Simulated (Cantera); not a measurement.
A perfectly stirred reactor is fed with H2 : O2 : N2 = 0.14 : 1 : 0.14 (molar parts), equivalence ratio 0.070, at 18.8 Torr; it is held at 1300 K, and followed from long to short residence time.

Model: the H2/O2 subset of GRI-Mech 3.0, which has no nitrogen chemistry, integrated in Cantera. Radical loss at walls, strong at low pressure, is not modelled. The temperature is held fixed by assumption; the heat of reaction is taken as removed at once.

Q: What does this change do: pressure from 18.8 Torr to 4.50 Torr?

A: 
```tsv
quantity	before	after
x(H2) at τ = 0.400 s	0.000388	0.00157
x(O2) at τ = 0.400 s	0.764	0.747
x(H2O) at τ = 0.400 s	0.114	0.107
x(OH) at τ = 0.400 s	0.00233	0.00543
x(H2O2) at τ = 0.400 s	1.69e-7	6.91e-8
x(H2) at τ = 53.0 ms	0.00132	0.00362
x(O2) at τ = 53.0 ms	0.755	0.721
x(H2O) at τ = 53.0 ms	0.110	0.0946
x(OH) at τ = 53.0 ms	0.00440	0.00786
x(H2O2) at τ = 53.0 ms	2.59e-7	7.21e-8
```

Q: What does this change do: temperature 1300 to 1025 K?

A: 
```tsv
quantity	before	after
x(H2) at τ = 0.400 s	0.000388	0.000993
x(O2) at τ = 0.400 s	0.764	0.767
x(H2O) at τ = 0.400 s	0.114	0.114
x(OH) at τ = 0.400 s	0.00233	0.000612
x(H2O2) at τ = 0.400 s	1.69e-7	4.07e-7
x(H2) at τ = 53.0 ms	0.00132	0.00313
x(O2) at τ = 53.0 ms	0.755	0.764
x(H2O) at τ = 53.0 ms	0.110	0.111
x(OH) at τ = 53.0 ms	0.00440	0.00134
x(H2O2) at τ = 53.0 ms	2.59e-7	5.56e-7
```
